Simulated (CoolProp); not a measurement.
Properties of dimethyl carbonate along the isobar 4250 kPa (Tc = 557.0 K, pc = 4909 kPa, ω = 0.346).

Computed with CoolProp (reference Helmholtz-energy equation of state, Zhou 2011).

```tsv
T (K)	phase	Z	cp (kJ/(kg K))	expansivity (1/kK)
443.3	liquid	0.1208	2.177	1.950
453.7	liquid	0.1206	2.215	2.073
464.2	liquid	0.1205	2.257	2.224
474.6	liquid	0.1207	2.306	2.409
485.1	liquid	0.1213	2.364	2.650
495.5	liquid	0.1223	2.436	2.970
506	liquid	0.1238	2.531	3.427
516.4	liquid	0.1261	2.665	4.125
526.9	liquid	0.1298	2.883	5.361
537.3	liquid	0.1363	3.330	8.149
558.2	gas	0.5763	2.865	12.23
568.7	gas	0.6287	2.512	8.475
579.1	gas	0.6675	2.355	6.684
589.6	gas	0.6990	2.266	5.592
600	gas	0.7250	2.212	4.858
```
